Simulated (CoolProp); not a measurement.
Vapour-liquid equilibrium of propylene (1) + R152A (2) at 0.623 MPa; x and y are mole fractions of (1).

The numbers come from the multi-fluid Helmholtz-energy mixture model, Lemmon 2013 and Outcalt 1996; pair parameters Bell 2016 in CoolProp.

```json
[
 {"x": "0.05", "bubble temperature (°C)": "22.5", "y at the bubble point": "0.140", "dew temperature at overall composition x (°C)": "25.1", "liquid density (mol/L)": "13.58"},
 {"x": "0.125", "bubble temperature (°C)": "17.5", "y at the bubble point": "0.301", "dew temperature at overall composition x (°C)": "22.9", "liquid density (mol/L)": "13.58"},
 {"x": "0.2", "bubble temperature (°C)": "…", "y at the bubble point": "0.418", "dew temperature at overall composition x (°C)": "20.7", "liquid density (mol/L)": "13.54"},
 {"x": "0.275", "bubble temperature (°C)": "10.7", "y at the bubble point": "0.505", "dew temperature at overall composition x (°C)": "18.4", "liquid density (mol/L)": "13.49"},
 {"x": "0.35", "bubble temperature (°C)": "…", "y at the bubble point": "0.572", "dew temperature at overall composition x (°C)": "15.9", "liquid density (mol/L)": "…"},
 {"x": "0.425", "bubble temperature (°C)": "6.6", "y at the bubble point": "…", "dew temperature at overall composition x (°C)": "…", "liquid density (mol/L)": "13.33"},
 {"x": "0.5", "bubble temperature (°C)": "5.2", "y at the bubble point": "0.669", "dew temperature at overall composition x (°C)": "10.8", "liquid density (mol/L)": "13.25"},
 {"x": "0.575", "bubble temperature (°C)": "…", "y at the bubble point": "0.709", "dew temperature at overall composition x (°C)": "8.3", "liquid density (mol/L)": "…"},
 {"x": "0.65", "bubble temperature (°C)": "3.3", "y at the bubble point": "0.748", "dew temperature at overall composition x (°C)": "5.8", "liquid density (mol/L)": "13.10"},
 {"x": "0.725", "bubble temperature (°C)": "2.6", "y at the bubble point": "0.787", "dew temperature at overall composition x (°C)": "3.8", "liquid density (mol/L)": "13.04"},
 {"x": "0.8", "bubble temperature (°C)": "2.1", "y at the bubble point": "0.830", "dew temperature at overall composition x (°C)": "2.4", "liquid density (mol/L)": "…"},
 {"x": "0.875", "bubble temperature (°C)": "1.8", "y at the bubble point": "0.881", "dew temperature at overall composition x (°C)": "1.9", "liquid density (mol/L)": "12.95"},
 {"x": "0.95", "bubble temperature (°C)": "1.9", "y at the bubble point": "0.946", "dew temperature at overall composition x (°C)": "1.9", "liquid density (mol/L)": "12.92"}
]
```

Question: What belongs in the gaps?

Answer: 
- 0.2, bubble temperature (°C): 13.6
- 0.35, bubble temperature (°C): 8.4
- 0.35, liquid density (mol/L): 13.41
- 0.425, y at the bubble point: 0.625
- 0.425, dew temperature at overall composition x (°C): 13.4
- 0.575, bubble temperature (°C): 4.1
- 0.575, liquid density (mol/L): 13.17
- 0.8, liquid density (mol/L): 12.99

y crosses x between x = 0.875 and 0.95: the model has an azeotrope there.

Pair parameters are fitted to limited data, so mixtures are less certain than the pure fluids.
